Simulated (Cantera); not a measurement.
**Gas activation for diamond growth**

An isothermal, constant-pressure homogeneous reactor starts with 1.44 % CH₄, 95.8 % H₂, 2.78 % CO₂, at 2950 K and 75.0 Torr.

Detailed kinetics in Cantera: GRI-Mech 3.0 (53 species, 325 reactions).

```
t (s)        x CH₄   x H₂     x CO₂    x C₂H₆    x H₂O₂
--------  --------  -----  --------  --------  --------
2.00e-6     0.0136  0.956    0.0277   2.45e-8  1.01e-12
1.03e-5     0.0119  0.947    0.0265   3.28e-7  8.38e-12
5.28e-5    0.00651  0.905    0.0106   5.83e-7  3.80e-11
0.000271  0.000612  0.866  0.000103   9.55e-9  5.80e-11
0.00139    5.01e-5  0.827   7.85e-5  9.29e-11  3.27e-11
0.00717   4.15e-11  0.707   6.95e-5    <1e-12  5.66e-11
0.0368    7.06e-12  0.618   6.57e-5    <1e-12  7.48e-11
0.189     6.92e-12  0.617   6.56e-5    <1e-12  7.50e-11
0.973     6.92e-12  0.617   6.56e-5    <1e-12  7.50e-11
5.00      6.92e-12  0.617   6.56e-5    <1e-12  7.50e-11
```
x: mole fraction; the columns are a selection and need not sum to one.

Equilibrium at this temperature and pressure: CH₄ 7.10e-12, H₂ 0.617, CO₂ 6.56e-5, C₂H₆ <1e-12, H₂O₂ 7.50e-11 (gas phase only).
